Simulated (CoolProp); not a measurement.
Values from CoolProp's reference Helmholtz-energy equation of state, Thol 2019.

Task: For n-pentane, give the phase and the density (kg/m³), cp (kJ/(kg K)), viscosity (µPa s), conductivity (mW/(m K)) at 434 K and 3.58 MPa.

Result: 
- 434 K and 3.58 MPa: liquid; density 455, cp 3.23, viscosity 45.8, conductivity 77.1

Viscosity comes from a separate model (Quiñones-Cisneros 2006), older than the equation that it now runs on, and unchecked against measurements. Thermal conductivity comes from a separate model (Vassiliou 2015).
